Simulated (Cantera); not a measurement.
A perfectly stirred reactor is fed with CO : H₂ : O₂ : N₂ : H₂O = 1 : 0.066 : 0.381 : 1.43 : 0.3 (molar parts), at 1.00 bar; it is adiabatic with a 425 K inlet, and is followed from long to short residence time, starting on the burning branch (τ in s: 0.082, 0.034, 0.014, 0.0056, 0.0023, 0.00092, 0.00038, 0.00015, 6.2e-05, 2.5e-05, 1e-05, 4.2e-06).

Model: GRI-Mech 3.0 (53 species, 325 reactions), integrated in Cantera.

Problem. What does this change do: pressure from 1.00 bar to 1.20 bar?

Solution. 
```
quantity                                                                       before                                after
------------------------------------------------  -----------------------------------  -----------------------------------
blow-out, bracketed by the residence times tried  burning at 0.150 ms, out at 62.0 µs  burning at 0.150 ms, out at 62.0 µs
x(CO) at τ = 82.0 ms                                                            0.104                                0.104
x(H₂) at τ = 82.0 ms                                                          0.00908                              0.00898
x(O₂) at τ = 82.0 ms                                                          0.00184                              0.00149
x(N₂O) at τ = 82.0 ms                                                         3.97e-8                              4.12e-8
x(O) at τ = 82.0 ms                                                          0.000322                             0.000255
x(CO) at τ = 0.380 ms                                                           0.137                                0.135
x(H₂) at τ = 0.380 ms                                                          0.0145                               0.0140
x(O₂) at τ = 0.380 ms                                                          0.0226                               0.0207
x(N₂O) at τ = 0.380 ms                                                        6.65e-8                              7.96e-8
x(O) at τ = 0.380 ms                                                          0.00712                              0.00615
```
